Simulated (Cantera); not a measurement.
Charge: 1 mol B, 5.9 mol O2, 44 mol N2, held at 23.0 Pa.

Method: chemical equilibrium by Gibbs-energy minimisation in Cantera with the NASA 1993 tables (ideal gas, pure condensed phases). Candidate condensed phases: B, BN, B2O3; 17 gas species. Rates play no part. All values below are at 1573 K.

Base state: N2 0.885, O2 0.102, B2O3 0.00921, BO2 0.00172, NO 0.00127, O 0.000220 (mole fractions); condensed: gas only.

**Question.** What changes in the equilibrium state with this change: 0.043 mol Cl2 added?

**Answer.** 
```tsv
species	before	after
N2	0.885	0.884
O2	0.102	0.102
B2O3	0.00921	0.00918
Cl	0	0.00172
BOCl	0	1.21e-5
NO	0.00127	0.00127
BO2	0.00172	0.00171
```
The tables' values for BOCl are old estimates; treat these amounts as uncertain.
